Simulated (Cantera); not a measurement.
Input (Python, Cantera):

```python
import numpy as np
import cantera as ct

gas = ct.Solution("h2o2.yaml")
gas.TPX = 375, 740000, {'H2': 1, 'O2': 1.02, 'N2': 3.84}
inlet = ct.Reservoir(gas, clone=True)
gas.equilibrate("HP")  # start burning
reactor = ct.IdealGasConstPressureReactor(gas, energy="on", clone=False)
exhaust = ct.Reservoir(gas, clone=True)
tau = [0.035, 0.015, 0.0066, 0.0028, 0.0012, 0.00052, 0.00023, 9.7e-05, 4.2e-05, 1.8e-05, 7.7e-06][0]
for a, b in ((inlet, reactor), (reactor, exhaust)):
    ct.MassFlowController(a, b, mdot=lambda t: reactor.mass / tau)
net = ct.ReactorNet([reactor])
show = ['H2', 'O2', 'H2O', 'O', 'H', 'H2O2', 'HO2']

rows = []
print(f"{'tau/s':>10s}{'T/K':>9s}" + "".join(f"{s:>11s}" for s in show))
for tau in [0.035, 0.015, 0.0066, 0.0028, 0.0012, 0.00052, 0.00023, 9.7e-05, 4.2e-05, 1.8e-05, 7.7e-06]:
    net.initial_time = 0.0
    net.advance(30 * tau)
    before = gas.X
    net.advance(40 * tau)
    drift = np.max(np.abs(gas.X - before) / (gas.X + 1e-9))
    rows.append([gas.T, *gas[show].X, drift])
    print(f"{tau:10.3e}{gas.T:9.1f}" + "".join(f"{x:11.3e}" for x in gas[show].X))
```

Output:

```
     tau/s      T/K         H2         O2        H2O          O          H       H2O2        HO2
 3.500e-02   1686.6  6.639e-05  9.692e-02  1.863e-01  1.710e-05  1.218e-06  2.405e-07  2.951e-06
 1.500e-02   1685.7  1.192e-04  9.690e-02  1.861e-01  2.796e-05  2.639e-06  3.474e-07  4.973e-06
 6.600e-03   1684.3  2.095e-04  9.689e-02  1.860e-01  4.647e-05  5.719e-06  5.004e-07  8.475e-06
 2.800e-03   1682.0  3.764e-04  9.689e-02  1.857e-01  8.070e-05  1.300e-05  7.297e-07  1.489e-05
 1.200e-03   1678.5  6.700e-04  9.692e-02  1.852e-01  1.411e-04  2.949e-05  1.050e-06  2.584e-05
 5.200e-04   1672.7  1.181e-03  9.700e-02  1.844e-01  2.460e-04  6.618e-05  1.488e-06  4.382e-05
 2.300e-04   1663.4  2.050e-03  9.720e-02  1.832e-01  4.211e-04  1.448e-04  2.076e-06  7.161e-05
 9.700e-05   1646.7  3.682e-03  9.764e-02  1.810e-01  7.281e-04  3.268e-04  2.958e-06  1.161e-04
 4.200e-05   1618.6  6.589e-03  9.860e-02  1.773e-01  1.180e-03  6.982e-04  4.277e-06  1.782e-04
 1.800e-05   1565.7  1.265e-02  1.010e-01  1.699e-01  1.717e-03  1.411e-03  6.818e-06  2.678e-04
 7.700e-06    375.0  1.706e-01  1.741e-01  3.708e-15  2.544e-25  1.038e-29  1.159e-17  1.240e-17
```

Detailed kinetics in Cantera: the H2/O2 subset of GRI-Mech 3.0, which has no nitrogen chemistry. The hydrogen kinetics of GRI-Mech 3.0 are dated; newer H2 mechanisms differ, most at raised pressure.
